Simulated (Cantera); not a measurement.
**Equilibrium for nitride etching: BN + O₂ + N₂ + F₂**

Input: 1 mol BN, 0.29 mol O₂, 0.47 mol N₂, 5.2 mol F₂, held at 1025 °C and 0.00133 bar.

Equilibrium computed with Cantera from the NASA thermochemical tables; the gas is ideal and each condensed phase is pure. Candidate condensed phases: B, BN, B₂O₃; 31 gas species. Rates play no part.

```json
{
  "x(F)": "0.765",
  "x(BF₃)": "0.104",
  "x(N₂)": "0.100",
  "x(O₂)": "0.0300",
  "x(F₂)": "0.000840",
  "x(NO)": "5.28e-5",
  "x(FO)": "1.03e-6",
  "gas_amount": "9.652 mol",
  "log10 activity of B(s) (absent)": "-37.48"
}
```
